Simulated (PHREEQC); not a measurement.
Solution (25 °C): 0.0198 mol HF, 0.00025 mol Na2B4O7 and 0.00023 mol LiCl per kg of water. Closed to the air; pH follows from the charge balance.

Computed with PHREEQC (ion-association model, phreeqc.dat).

This is a speciation only: nothing precipitates in the calculation.

Order these F species by the share of F that they hold, largest first: BF3OH-, HF2-, F-, BF4-, HF.

HF (64 %), BF4- (20 %), F- (14 %), HF2- (1.4 %), BF3OH- (0.42 %)

The pH is 2.49 and the ionic strength 0.00418 mol/kgw. Real BF4- forms and hydrolyses slowly; the run takes it at equilibrium.
